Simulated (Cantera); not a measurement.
**Thermodynamics of carbothermic reduction, feed MgO + CH4 + H2**

Feed: 1 mol MgO, 2.8 mol CH4, 0.16 mol H2, held at 0.530 bar.

Cantera equilibrium calculation (NASA polynomials, part measured and part estimated; ideal gas, pure solids and liquids). Candidate condensed phases: C, C6H6, C7H8, C8H18, H2O, Mg, MgCO3, MgO, Mg(OH)2; 116 gas species. The tables' values for MgH are old estimates; treat these amounts as uncertain. Equilibrium is a limit: real reactors are often held back by kinetics, nucleation or transport.

From 1448 K to 1748 K the condensed part is C(graphite) + MgO(s). From 1848 K to 2448 K the condensed part is C(graphite). The main Mg-bearing gas is Mg throughout.

```json
[
 {"T (K)": "1448", "x H2": "0.997", "x CO": "0.000593", "x Mg": "0.000589", "x H": "1.26e-5", "x C2H2 (acetylene)": "4.74e-6", "x CH4": "0.00176", "x MgH": "4.18e-6", "x CH3": "4.49e-7", "n C(graphite)": "2.79", "n MgO(s)": "0.997"},
 {"T (K)": "1548", "x H2": "0.993", "x CO": "0.00312", "x Mg": "0.00310", "x H": "4.21e-5", "x C2H2 (acetylene)": "1.56e-5", "x CH4": "0.00107", "x MgH": "2.45e-5", "x CH3": "9.24e-7", "n C(graphite)": "2.78", "n MgO(s)": "0.982"},
 {"T (K)": "1648", "x H2": "0.972", "x CO": "0.0134", "x Mg": "0.0133", "x H": "0.000121", "x C2H2 (acetylene)": "4.35e-5", "x CH4": "0.000671", "x MgH": "0.000114", "x CH3": "1.70e-6", "n C(graphite)": "2.72", "n MgO(s)": "0.921"},
 {"T (K)": "1748", "x H2": "0.903", "x CO": "0.0483", "x Mg": "0.0479", "x H": "0.000298", "x C2H2 (acetylene)": "0.000102", "x CH4": "0.000397", "x MgH": "0.000431", "x CH3": "2.66e-6", "n C(graphite)": "2.49", "n MgO(s)": "0.692"},
 {"T (K)": "1848", "x H2": "0.741", "x CO": "0.129", "x Mg": "0.128", "x H": "0.000627", "x C2H2 (acetylene)": "0.000191", "x CH4": "0.000192", "x MgH": "0.00112", "x CH3": "3.27e-6", "n C(graphite)": "1.80", "n MgO(s)": "0"},
 {"T (K)": "1948", "x H2": "0.740", "x CO": "0.129", "x Mg": "0.128", "x H": "0.00134", "x C2H2 (acetylene)": "0.000399", "x CH4": "0.000142", "x MgH": "0.00120", "x CH3": "5.11e-6", "n C(graphite)": "1.79", "n MgO(s)": "0"},
 {"T (K)": "2048", "x H2": "0.739", "x CO": "0.129", "x Mg": "0.128", "x H": "0.00264", "x C2H2 (acetylene)": "0.000775", "x CH4": "0.000108", "x MgH": "0.00128", "x CH3": "7.63e-6", "n C(graphite)": "1.79", "n MgO(s)": "0"},
 {"T (K)": "2148", "x H2": "0.736", "x CO": "0.129", "x Mg": "0.127", "x H": "0.00491", "x C2H2 (acetylene)": "0.00141", "x CH4": "8.48e-5", "x MgH": "0.00134", "x CH3": "1.09e-5", "n C(graphite)": "1.78", "n MgO(s)": "0"},
 {"T (K)": "2248", "x H2": "0.732", "x CO": "0.128", "x Mg": "0.127", "x H": "0.00863", "x C2H2 (acetylene)": "0.00242", "x CH4": "6.75e-5", "x MgH": "0.00141", "x CH3": "1.51e-5", "n C(graphite)": "1.76", "n MgO(s)": "0"},
 {"T (K)": "2348", "x H2": "0.725", "x CO": "0.128", "x Mg": "0.127", "x H": "0.0144", "x C2H2 (acetylene)": "0.00396", "x CH4": "5.45e-5", "x MgH": "0.00146", "x CH3": "2.02e-5", "n C(graphite)": "1.74", "n MgO(s)": "0"},
 {"T (K)": "2448", "x H2": "0.716", "x CO": "0.127", "x Mg": "0.126", "x H": "0.0231", "x C2H2 (acetylene)": "0.00619", "x CH4": "4.44e-5", "x MgH": "0.00151", "x CH3": "2.61e-5", "n C(graphite)": "1.70", "n MgO(s)": "0"}
]
```
x: gas mole fraction; n: condensed amount in mol.
